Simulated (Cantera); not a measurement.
Feed: 1 mol C3H8, 0.33 mol CO2, 5.5 mol N2, equilibrated at 1.00 Torr.

Method: chemical equilibrium by Gibbs-energy minimisation in Cantera with the NASA 1993 tables (ideal gas, pure condensed phases). Candidate condensed phases: C, C6H6, C7H8, C8H18, H2O; 136 gas species. Rates play no part.

x: gas mole fraction; n: condensed amount in mol.

| T (°C) | x N2 | x H2 | x H | x CO | x HCN | x HNC | n C(graphite) |
|---|---|---|---|---|---|---|---|
| 1125 | 0.541 | 0.394 | 8.13e-5 | 0.0650 | 0.000225 | … | 2.67 |
| 1225 | 0.541 | 0.393 | 0.000295 | 0.0650 | 0.000481 | … | 2.66 |
| 1325 | 0.541 | 0.393 | 0.000913 | 0.0649 | 0.000931 | … | 2.66 |
| 1425 | 0.540 | 0.391 | 0.00248 | 0.0649 | 0.00166 | … | 2.65 |
| 1525 | 0.538 | 0.388 | 0.00601 | 0.0648 | 0.00278 | … | 2.64 |
| 1625 | 0.535 | 0.382 | 0.0132 | 0.0645 | 0.00437 | … | 2.62 |
| 1725 | 0.531 | 0.371 | 0.0268 | 0.0641 | 0.00649 | … | 2.59 |
| 1825 | 0.523 | 0.353 | 0.0501 | 0.0633 | 0.00915 | … | 2.56 |
| 1925 | 0.511 | 0.326 | 0.0870 | 0.0621 | 0.0122 | … | 2.51 |
| 2025 | 0.495 | 0.286 | 0.140 | 0.0604 | 0.0154 | … | 2.46 |
| 2125 | 0.474 | 0.236 | 0.210 | 0.0581 | 0.0181 | … | 2.39 |

### Question
What belongs in the gaps?

### Answer

- 1125, x HNC: 2.67e-6
- 1225, x HNC: 8.06e-6
- 1325, x HNC: 2.12e-5
- 1425, x HNC: 4.95e-5
- 1525, x HNC: 0.000105
- 1625, x HNC: 0.000204
- 1725, x HNC: 0.000368
- 1825, x HNC: 0.000616
- 1925, x HNC: 0.000962
- 2025, x HNC: 0.00140
- 2125, x HNC: 0.00188
